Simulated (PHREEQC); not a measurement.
Solution (50 °C): 0.22 mol/kgw Na2SO4, 0.19 mol/kgw NaHCO3 and 0.1 mol/kgw NaCl. Closed to the air; pH follows from the charge balance.

Model: Pitzer model, pitzer.dat, run in PHREEQC.

Each row changes one thing in this solution. Precipitation was switched off in this run.

```csv
case,pH,ionic strength (mol/kgw),HCO3- (mol/kgw),CO2 (mol/kgw),CO3-2 (mol/kgw),HSO4- (mol/kgw),SI of Thenardite (Na2SO4),SI of Mirabilite (Na2SO4:10H2O)
as made,7.71,0.953,0.184,0.00310,0.00310,1.28e-7,-2.05,-2.19
temperature from 50 to 45 °C,7.72,0.953,0.184,0.00306,0.00306,1.06e-7,-2.07,-2.04
NaHCO3 from 0.19 to 0.38 mol/kgw,7.66,1.15,0.367,0.00628,0.00628,1.19e-7,-1.96,-2.12
temperature from 50 to 20 °C,7.86,0.953,0.184,0.00288,0.00288,3.62e-8,-2.19,-1.08
NaCl from 0.1 to 0.15 mol/kgw,7.69,1.00,0.184,0.00312,0.00312,1.26e-7,-2.01,-2.15
NaCl left out,7.73,0.853,0.184,0.00307,0.00306,1.32e-7,-2.14,-2.26
```

At this temperature some constants are extrapolated from 25 °C, and those without enthalpy data are left unchanged.
